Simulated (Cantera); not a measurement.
Ignition delay

Mixture: 6.40 % CH4, 14.9 % O2, 78.7 % N2, at 750 Torr, adiabatic and at constant pressure. Ignition delay is the time to a rise of 400 K.

Computed with Cantera and GRI-Mech 3.0 (53 species, 325 reactions).

```json
[
 {"T0 (K)": "1223", "delay (ms)": "42.2"},
 {"T0 (K)": "1323", "delay (ms)": "11.1"},
 {"T0 (K)": "1423", "delay (ms)": "3.35"},
 {"T0 (K)": "1523", "delay (ms)": "1.17"},
 {"T0 (K)": "1623", "delay (ms)": "0.478"},
 {"T0 (K)": "1723", "delay (ms)": "0.225"}
]
```

* **apparent activation energy between 1523 and 1723 K**: 180 kJ/mol
